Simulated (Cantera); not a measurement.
Feed: 1 mol HF, 1.8 mol H2O, 0.14 mol O2, held at 1.00 bar.

These are equilibrium values from Cantera (NASA tables, ideal gas, pure condensed phases), not measurements of a reactor. Candidate condensed phases: H2O; 37 gas species. Ions and electrons are included (thermal ionisation). Kinetics and transport are ignored. All values below are at 2750 K.

Base state: H2O 0.513, HF 0.324, O2 0.0520, OH 0.0470, H2 0.0402, H 0.0137, O 0.0101, F 0.000417 (mole fractions); condensed: gas only.

Q: What changes in the equilibrium state with this change: HF replaced by N2O?

A: 
```
species    before    after
-------  --------  -------
H2O         0.513    0.448
N2              0    0.270
O2         0.0520    0.159
HF          0.324        0
NO              0   0.0174
H2         0.0402   0.0201
O          0.0101   0.0177
H          0.0137  0.00970
OH         0.0470   0.0580
F        0.000417        0
NO2             0  1.07e-5
HO2       2.06e-5  4.45e-5
```
